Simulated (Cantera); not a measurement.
Feed: 1 mol borazine, 0.18 mol H₂O, at 2325 K and 1.33 mbar.

Equilibrium computed with Cantera from the NASA thermochemical tables; the gas is ideal and each condensed phase is pure. Candidate condensed phases: B, BN, B₂O₃, B₃O₃H₃, H₂O; 39 gas species. The feed counts by its element totals alone. The tables' values for BH₂ are old estimates; treat these amounts as uncertain. Rates play no part.

Base state: H₂ 0.474, N₂ 0.274, H 0.207, BO 0.0264, B 0.0104, HBO 0.00549, BH₂ 0.00110, B₂O 0.000781 (mole fractions); condensed: B(s).

### Question
What changes in the equilibrium state with this change: borazine replaced by B₂O₃?

### Answer
| species | before | after |
|---|---|---|
| B₂O₃ | 1.59e-8 | 0.542 |
| HBO₂ | 1.23e-7 | 0.185 |
| BO₂ | 1.08e-8 | 0.109 |
| H₂ | 0.474 | 0.0105 |
| N₂ | 0.274 | 0 |
| O | 3.38e-9 | 0.0100 |
| B | 0.0104 | 1.19e-8 |
| H₂O | 1.56e-7 | 0.0103 |
| H | 0.207 | 0.0309 |
| BO | 0.0264 | 0.0897 |
| O₂ | <1e-9 | 0.00406 |
| BH₂ | 0.00110 | <1e-9 |
| B(s), mol | 2.75 | 0 |

### Question
What changes in the equilibrium state with this change: temperature from 2325 K to 1823 K?

### Answer
| species | before | after |
|---|---|---|
| H₂ | 0.474 | 0.914 |
| HBO | 0.00549 | 0.0352 |
| N₂ | 0.274 | 0.0265 |
| H | 0.207 | 0.0113 |
| B | 0.0104 | 1.68e-6 |
| BO | 0.0264 | 0.00758 |
| BN | 0.000104 | 1.82e-8 |
| B₂O₃ | 1.59e-8 | 8.38e-5 |
| BH | 0.000213 | 2.74e-7 |
| HBO₂ | 1.23e-7 | 8.01e-5 |
| B₂O₂ | 0.000114 | 0.00493 |
| B(s), mol | 2.75 | 0 |
| BN(s), mol | 0 | 2.82 |
